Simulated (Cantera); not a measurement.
## Hydrocarbon pyrolysis for carbon deposition

An isothermal, constant-pressure homogeneous reactor starts with C2H6 : H2 = 1 : 3.9 (molar parts), at 1475 K and 0.810 bar.

Model: GRI-Mech 3.0 (53 species, 325 reactions), integrated in Cantera. GRI-Mech 3.0 stops at C3 and has no aromatics, soot or wall deposition, so with more carbon than oxygen in the feed, carbon stays in small species such as C2H2 where larger ones or solid carbon would form.

```json
[
 {"t (s)": "0.000800", "x C2H6": "0.00209", "x H2": "0.777", "x C2H4": "0.0991", "x C2H2": "0.0242", "x CH3": "0.000147"},
 {"t (s)": "0.00174", "x C2H6": "0.000668", "x H2": "0.779", "x C2H4": "0.0880", "x C2H2": "0.0345", "x CH3": "8.35e-5"},
 {"t (s)": "0.00376", "x C2H6": "0.000400", "x H2": "0.781", "x C2H4": "0.0734", "x C2H2": "0.0472", "x CH3": "6.61e-5"},
 {"t (s)": "0.00816", "x C2H6": "0.000286", "x H2": "0.784", "x C2H4": "0.0539", "x C2H2": "0.0640", "x CH3": "5.88e-5"},
 {"t (s)": "0.0177", "x C2H6": "0.000182", "x H2": "0.787", "x C2H4": "0.0346", "x C2H2": "0.0804", "x CH3": "5.06e-5"},
 {"t (s)": "0.0384", "x C2H6": "0.000123", "x H2": "0.788", "x C2H4": "0.0234", "x C2H2": "0.0895", "x CH3": "4.50e-5"},
 {"t (s)": "0.0833", "x C2H6": "0.000110", "x H2": "0.786", "x C2H4": "0.0207", "x C2H2": "0.0908", "x CH3": "4.41e-5"},
 {"t (s)": "0.181", "x C2H6": "0.000108", "x H2": "0.782", "x C2H4": "0.0201", "x C2H2": "0.0892", "x CH3": "4.52e-5"},
 {"t (s)": "0.392", "x C2H6": "0.000106", "x H2": "0.775", "x C2H4": "0.0193", "x C2H2": "0.0860", "x CH3": "4.71e-5"},
 {"t (s)": "0.850", "x C2H6": "0.000105", "x H2": "0.766", "x C2H4": "0.0182", "x C2H2": "0.0815", "x CH3": "4.98e-5"},
 {"t (s)": "1.84", "x C2H6": "0.000104", "x H2": "0.755", "x C2H4": "0.0170", "x C2H2": "0.0768", "x CH3": "5.25e-5"},
 {"t (s)": "4.00", "x C2H6": "0.000104", "x H2": "0.750", "x C2H4": "0.0164", "x C2H2": "0.0745", "x CH3": "5.38e-5"}
]
```
x: mole fraction; the columns are a selection and need not sum to one.

Equilibrium at this temperature and pressure: C2H6 0.000104, H2 0.750, C2H4 0.0164, C2H2 0.0742, CH3 5.39e-5 (gas phase only).
